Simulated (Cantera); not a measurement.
Source: NASA polynomial tables (part measured, part estimated), evaluated in Cantera. Values are per mole of reaction as written; species without (g) are pure solids or liquids, kept so even where they would boil at 1 bar.

Between 2573 and 2973 K, where is each reaction favourable under standard conditions?
- 3 Si + 3 H2O2(g) = 3 SiH2(g) + 2 O3(g)


- 3 Si + 3 H2O2(g) = 3 SiH2(g) + 2 O3(g): ΔG° is 608 kJ at 2573 K and 500 kJ at 2973 K; it stays positive (K < 1). ΔH° is 1310 kJ and ΔS° 273 J/K at 2973 K.
